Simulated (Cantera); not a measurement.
A freely propagating, adiabatic, planar premixed flame of 12.3 % CH3OH, 18.4 % O2, 69.3 % N2, unburnt at 625 K and 8.00 bar; mixture-averaged transport, grid criteria slope 0.08 and curve 0.16, no radiation.

Cantera simulation using GRI-Mech 3.0 (53 species, 325 reactions); the numbers are that mechanism's predictions, not measurements. GRI-Mech 3.0 was tuned for natural gas; its chemistry of methanol as a main component is partial and can be far from experiment. Burning velocities carry a grid error of a few per cent, more on coarse grids.

x: mole fraction of selected species; z is measured from the peak of heat release.

```
z (mm)   T (K)  u (m/s)  x CH3OH     x O2      x CO    x H2O2  x HO2    x HCN
-------  -----  -------  -------  -------  --------  --------  -----  -------
-0.150     625    0.888    0.123    0.184   1.59e-5   6.81e-7    [?]    <1e-8
-0.100     628    0.895    0.122    0.183  0.000148   6.36e-6    [?]    <1e-8
-0.0752    639    0.913    0.121    0.181  0.000596   2.56e-5    [?]    <1e-8
-0.0501    699     1.01    0.117    0.175   0.00326  0.000139    [?]    <1e-8
-0.0251   1010     1.50   0.0892    0.144    0.0188  0.000743    [?]  2.39e-8
-0.0125   1370     2.09   0.0497    0.108    0.0395   0.00109    [?]  5.67e-8
0         1790     2.81  0.00557   0.0656    0.0638   8.77e-5    [?]  1.16e-7
0.0125    1984     3.11  2.16e-5   0.0399    0.0556   2.21e-6    [?]  1.12e-7
0.0251    2087     3.25  4.87e-8   0.0280    0.0427   1.51e-6    [?]  4.99e-8
0.0501    2207     3.40    <1e-8   0.0195    0.0299   1.04e-6    [?]    <1e-8
0.100     2312     3.54    <1e-8   0.0139    0.0217   6.97e-7    [?]    <1e-8
0.201     2384     3.64    <1e-8   0.0102    0.0166   4.82e-7    [?]    <1e-8
0.401     2422     3.69    <1e-8  0.00806    0.0135   3.77e-7    [?]    <1e-8
```

**Question.** Complete the blanks.

**Answer.** 
- -0.150, x HO2: 2.74e-7
- -0.100, x HO2: 2.55e-6
- -0.0752, x HO2: 1.04e-5
- -0.0501, x HO2: 6.02e-5
- -0.0251, x HO2: 0.000460
- -0.0125, x HO2: 0.00155
- 0, x HO2: 0.00137
- 0.0125, x HO2: 8.08e-5
- 0.0251, x HO2: 3.93e-5
- 0.0501, x HO2: 1.97e-5
- 0.100, x HO2: 9.38e-6
- 0.201, x HO2: 4.75e-6
- 0.401, x HO2: 3.06e-6
